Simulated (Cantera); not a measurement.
A closed system holds: 1 mol Pb, 0.68 mol O2, 1.1 mol H2, equilibrated at 0.000530 bar.

These are equilibrium values from Cantera (NASA tables, ideal gas, pure condensed phases), not measurements of a reactor. Candidate condensed phases: H2O, Pb, PbO, PbO2, Pb3O4; 12 gas species. Mutual solubility and eutectic melting of coexisting phases are not modelled. Rates play no part.

Q: What share of the Pb ends up in condensed phases as a function of T (°C), at 800, 850, 900, 950, 1000, 1050, 1100, 1150, 1200?

A: 
```csv
T (°C),Pb condensed (%),as
800,81.6,Pb(l) + PbO(yellow)
850,36.4,Pb(l) + PbO(yellow)
900,11.6,PbO(l)
950,0.0,-
1000,0.0,-
1050,0.0,-
1100,0.0,-
1150,0.0,-
1200,0.0,-
```
